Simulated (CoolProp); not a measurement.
Properties of CH2F2 (R32) along the isobar 66.5 bar.

Computed with CoolProp (reference Helmholtz-energy equation of state, Tillner-Roth 1997).

```tsv
T (°C)	phase	conductivity (mW/(m K))	fugacity coefficient
22.45	liquid	141	0.2133
36.45	liquid	130	0.2879
50.35	liquid	118	0.3732
64.35	liquid	105	0.4676
78.25	supercritical	89.3	0.5650
92.15	supercritical	49.1	0.6418
106.15	supercritical	38.4	0.6899
120.05	supercritical	35.6	0.7281
133.95	supercritical	34.9	0.7602
147.95	supercritical	35.2	0.7878
161.85	supercritical	35.9	0.8115
```

Thermal conductivity comes from a separate model (Huber 2003), an estimate that may be off by 10 % or more.
